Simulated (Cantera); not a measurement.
Feed: 1 mol SiH2Cl2, 0.068 mol O2, 170 mol N2, at 475 °C and 4.65 Torr.

Equilibrium computed with Cantera from the NASA thermochemical tables; the gas is ideal and each condensed phase is pure. Candidate condensed phases: H2O, NH4Cl, Si, SiO2, Si2N2O, Si3N4; 47 gas species. N2 is the only nitrogen source here; it is nearly inert below about 1500 K, so the nitride shown seldom forms there in practice. The numbers say what is thermodynamically allowed, not how fast it happens.

Base state: N2 0.989, HCl 0.00885, H2 0.00141, SiCl4 0.000705 (mole fractions); condensed: Si2N2O(s) + Si3N4(s).

Task: What changes in the equilibrium state with this change: SiH2Cl2 replaced by TEOS?

Result: 
```json
[
 {"species": "N2", "before": "0.989", "after": "0.934"},
 {"species": "H2", "before": "0.00141", "after": "0.0545"},
 {"species": "CO", "before": "0", "after": "0.0106"},
 {"species": "SiCl4", "before": "0.000705", "after": "0"},
 {"species": "HCl", "before": "0.00885", "after": "0"},
 {"species": "CO2", "before": "0", "after": "0.000413"},
 {"species": "H2O", "before": "<1e-9", "after": "0.000343"},
 {"species": "CH4", "before": "0", "after": "6.08e-5"},
 {"species": "Si2N2O(s), mol", "before": "0.136", "after": "0"},
 {"species": "Si3N4(s), mol", "before": "0.202", "after": "0"},
 {"species": "C(graphite), mol", "before": "0", "after": "5.99"},
 {"species": "SiO2(α-quartz), mol", "before": "0", "after": "1.00"}
]
```
The feed counts by its element totals alone. Further candidate phases: C, C6H6, C7H8, C8H18, SiC.
